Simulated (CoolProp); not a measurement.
A simple Rankine cycle with trans-2-butene: condensing at 303.15 K, boiler at 2.16 MPa, turbine inlet 524 K, turbine efficiency 0.6, pump efficiency 0.6, no recuperator. Each further row changes one setting.

Model: reference Helmholtz-energy equation of state, Lemmon 2005, in CoolProp. It is a short technical equation, of lower accuracy than the large ones.

```tsv
case	thermal efficiency (%)	net work (kJ/kg)	heat in (kJ/kg)	turbine exit temperature (K)	volume ratio over the turbine
as stated	(withheld)	79.5	794	476.6	(withheld)
condensing temperature 295.15 K	11.0	89.2	(withheld)	471.8	(withheld)
boiler pressure 1.51 MPa	(withheld)	68.7	805	486.2	5.41
turbine efficiency 0.5	8.2	(withheld)	794	482.9	7.95
```

Problem. Some entries are withheld; supply them.

Solution. 
- as stated, thermal efficiency (%): 10.0
- as stated, volume ratio over the turbine: 7.84
- condensing temperature 295.15 K, heat in (kJ/kg): 813
- condensing temperature 295.15 K, volume ratio over the turbine: 10.0
- boiler pressure 1.51 MPa, thermal efficiency (%): 8.5
- turbine efficiency 0.5, net work (kJ/kg): 65.4
